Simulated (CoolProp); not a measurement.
n-heptane at 298.15 K and 0.115 MPa flows at 2.6 m/s in a round tube of 100 mm bore and 15 µm roughness, fully developed (64/Re and Nu = 3.66 if laminar; Colebrook and Gnielinski if turbulent). Each further row changes one setting.

The numbers come from the reference Helmholtz-energy equation of state, Span 2003 in CoolProp. It is a short technical equation, of lower accuracy than the large ones.

```tsv
case	Reynolds number	Darcy friction factor	pressure drop (Pa/m)	heat-transfer coefficient (W/(m² K))	mass flow (kg/h)
as stated	453000	0.0151	347	2990	50000
velocity 5.2 m/s	906000	0.0142	1310	5730	99900
diameter 200 mm	906000	0.0132	152	2720	200000
```

Viscosity comes from a separate model (Michailidou 2014). Thermal conductivity comes from a separate model (Assael 2013).
